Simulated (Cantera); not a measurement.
# Silicon etching in halogen gases: Si + HCl + H₂

Charge: 1 mol Si, 16 mol HCl, 0.14 mol H₂, at 700 K and 0.0350 bar.

Method: chemical equilibrium by Gibbs-energy minimisation in Cantera with the NASA 1993 tables (ideal gas, pure condensed phases). Candidate condensed phases: Si; 19 gas species. Rates play no part.

| Property | Result |
|---|---|
| x(HCl) | 0.793 |
| x(H₂) | 0.141 |
| x(SiCl₄) | 0.0660 |
| x(SiHCl₃) | 2.41e-6 |
| gas amount | 15.14 mol |
| log10 activity of Si(s) (absent) | -14.06 |
